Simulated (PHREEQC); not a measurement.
# Geothermal or formation water (model solution)

A made-up water analysis in mg/kgw, 60 °C, pH 8.35, pe -0.4:

```json
[
 {"constituent": "Na", "mg/kgw": "3170"},
 {"constituent": "K", "mg/kgw": "276"},
 {"constituent": "Ca", "mg/kgw": "27.9"},
 {"constituent": "Mg", "mg/kgw": "11.1"},
 {"constituent": "Cl", "mg/kgw": "4980"},
 {"constituent": "S(6) as SO4", "mg/kgw": "320"},
 {"constituent": "Alkalinity as HCO3", "mg/kgw": "10.1"},
 {"constituent": "Li", "mg/kgw": "1.91"}
]
```

Valence states are taken as typed.

Model: ion-association model, phreeqc.dat, run in PHREEQC.

Precipitation was switched off in this run.

### Question
What specific conductance, charge-balance error does the model give?

### Answer
specific conductance 28200 µS/cm; charge-balance error 0.1 %.

### Question
In which forms is C present?

### Answer
HCO3- 80 %, NaCO3- 12 %, CO3-2 3.0 %, NaHCO3 2.8 %, CaCO3 0.9 %, CO2 0.5 % of the C.

Species that the database lacks are ignored. Constants without temperature data keep their 25 °C values here.
